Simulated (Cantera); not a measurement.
**CCl4 + HCl + H2 + F2 (fluorocarbon and chlorocarbon gases)**

A closed system holds: 1 mol CCl4, 0.26 mol HCl, 1.8 mol H2, 0.089 mol F2, held at 95000 Pa.

Cantera equilibrium calculation (NASA polynomials, part measured and part estimated; ideal gas, pure solids and liquids). Candidate condensed phases: C, C6H6, C7H8, C8H18; 135 gas species. Ions and electrons are included (thermal ionisation). The tables' values for CCl are old estimates; treat these amounts as uncertain. Equilibrium is a limit: real reactors are often held back by kinetics, nucleation or transport.

```json
[
 {"T (K)": "3000", "log p HCl": "-0.25", "log p Cl": "-0.58", "log p H": "-1.44", "log p C": "-4.30", "log p H2": "-1.27", "log p HF": "-1.47", "log p C3": "-3.51", "log p F": "-3.84", "log p C2H2 (acetylene)": "-2.48", "log p C2": "-4.50", "n C(graphite)": "0.945"},
 {"T (K)": "3500", "log p HCl": "-0.60", "log p Cl": "-0.40", "log p H": "-0.83", "log p C": "-2.54", "log p H2": "-1.20", "log p HF": "-1.58", "log p C3": "-1.57", "log p F": "-3.08", "log p C2H2 (acetylene)": "-1.90", "log p C2": "-2.51", "n C(graphite)": "0"},
 {"T (K)": "4000", "log p HCl": "-1.09", "log p Cl": "-0.35", "log p H": "-0.52", "log p C": "-1.73", "log p H2": "-1.45", "log p HF": "-1.75", "log p C3": "-1.66", "log p F": "-2.43", "log p C2H2 (acetylene)": "-2.77", "log p C2": "-2.04", "n C(graphite)": "0"},
 {"T (K)": "4500", "log p HCl": "-1.67", "log p Cl": "-0.35", "log p H": "-0.43", "log p C": "-1.24", "log p H2": "-1.94", "log p HF": "-2.08", "log p C3": "-2.12", "log p F": "-1.98", "log p C2H2 (acetylene)": "-4.01", "log p C2": "-1.94", "n C(graphite)": "0"},
 {"T (K)": "5000", "log p HCl": "-2.19", "log p Cl": "-0.36", "log p H": "-0.41", "log p C": "-1.05", "log p H2": "-2.44", "log p HF": "-2.58", "log p C3": "-3.11", "log p F": "-1.81", "log p C2H2 (acetylene)": "-5.52", "log p C2": "-2.27", "n C(graphite)": "0"}
]
```
log p: log10 of the partial pressure in bar; n: condensed amount in mol.

At 3000 K the condensed part is C(graphite). From 3500 K to 5000 K nothing is condensed. The main C-bearing gas is C2H2 (acetylene) at 3000 K and C at 5000 K.
